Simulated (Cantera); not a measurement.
## Adiabatic ignition

An adiabatic, constant-pressure homogeneous reactor starts with 7.28 % CH₄, 3.20 % CO, 18.8 % O₂, 70.7 % N₂, at 1775 K and 1.20 bar.

Computed with Cantera and GRI-Mech 3.0 (53 species, 325 reactions).

```csv
t (s),T (K),x CH₄,x CO,x O₂,x HCN,x OH,x CO₂,x C₂H
6.00e-6,1775,0.0728,0.0320,0.188,<1e-12,1.06e-6,2.29e-6,<1e-12
2.46e-5,1775,0.0724,0.0320,0.188,<1e-12,3.67e-6,2.01e-5,<1e-12
0.000101,1915,0.0435,0.0430,0.162,2.40e-8,0.000459,0.00193,1.30e-7
0.000416,2809,<1e-12,0.0430,0.0421,3.81e-10,0.0237,0.0588,<1e-12
0.00171,2805,<1e-12,0.0429,0.0384,8.59e-10,0.0226,0.0590,<1e-12
0.00702,2802,<1e-12,0.0429,0.0373,9.99e-10,0.0223,0.0590,<1e-12
0.0288,2802,<1e-12,0.0429,0.0373,1.00e-9,0.0223,0.0590,<1e-12
0.119,2802,<1e-12,0.0429,0.0373,1.00e-9,0.0223,0.0590,<1e-12
0.487,2802,<1e-12,0.0429,0.0373,1.00e-9,0.0223,0.0590,<1e-12
2.00,2802,<1e-12,0.0429,0.0373,1.00e-9,0.0223,0.0590,<1e-12
```
x: mole fraction; the columns are a selection and need not sum to one.

The time of steepest temperature rise is 0.111 ms. The temperature at 2.00 s is 2802 K. The equilibrium temperature is 2802 K, the x(CH₄) at 2.00 s is <1e-12 (gas-phase equilibrium <1e-12) and the x(CO) at 2.00 s comes out as 0.0429 (gas-phase equilibrium 0.0429). The x(O₂) at 2.00 s is 0.0373 (gas-phase equilibrium 0.0373).
